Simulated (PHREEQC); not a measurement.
# Brine (model solution)

Consider water at 25 °C with 1.4 mol/kgw HCl, 0.27 mol/kgw MgSO4 and 0.56 mol/kgw MgCl2. Closed to the air; pH follows from the charge balance.

Computed with PHREEQC (Pitzer model, pitzer.dat).

No solid was allowed to form.

Problem. Predict the pH.

Solution. pH -0.49.

Problem. In which forms is S present?

Solution. HSO4- 71 %, SO4-2 29 % of the S.

In brines, pH and single-ion activities rest on the MacInnes convention.
